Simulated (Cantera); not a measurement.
# Hydrocarbon pyrolysis for carbon deposition

An isothermal, constant-pressure homogeneous reactor starts with 15.4 % C2H6, 84.6 % N2, at 1300 K and 12.0 Torr.

Model: GRI-Mech 3.0 (53 species, 325 reactions), integrated in Cantera. GRI-Mech 3.0 stops at C3 and has no aromatics, soot or wall deposition, so with more carbon than oxygen in the feed, carbon stays in small species such as C2H2 where larger ones or solid carbon would form. Radical loss at walls, strong at low pressure, is not modelled.

```
t (s)       x C2H6      x H2     x C2H     x CH3     x HCN     x CH2       x H
--------  --------  --------  --------  --------  --------  --------  --------
1.00e-5      0.154  5.56e-10    <1e-12   5.42e-6    <1e-12    <1e-12  9.73e-10
3.59e-5      0.154   1.30e-8    <1e-12   1.93e-5    <1e-12  6.39e-12   9.04e-9
0.000129     0.154   6.71e-7    <1e-12   6.73e-5    <1e-12  2.44e-10   1.37e-7
0.000464     0.154   3.24e-5    <1e-12  0.000217    <1e-12   6.12e-9   1.76e-6
0.00167      0.152   0.00106  1.75e-12  0.000592  1.66e-10   7.13e-8   1.30e-5
0.00599      0.136    0.0113  1.30e-10   0.00131   2.17e-9   2.71e-7   2.72e-5
0.0215      0.0817    0.0478  9.12e-10   0.00116   5.05e-9   2.55e-7   3.56e-5
0.0774      0.0115     0.102   3.49e-9  0.000421   7.22e-9   8.08e-8   4.03e-5
0.278     0.000396     0.131   1.72e-9   7.12e-5   7.46e-9   3.61e-9   1.14e-5
1.00       1.91e-5     0.145  5.55e-10   1.68e-5   7.35e-9  2.12e-10   3.02e-6
```
x: mole fraction; the columns are a selection and need not sum to one.

Equilibrium at this temperature and pressure: C2H6 1.39e-7, H2 0.229, C2H 6.00e-10, CH3 1.74e-6, HCN 0.0849, CH2 1.96e-11, H 4.21e-6 (gas phase only).
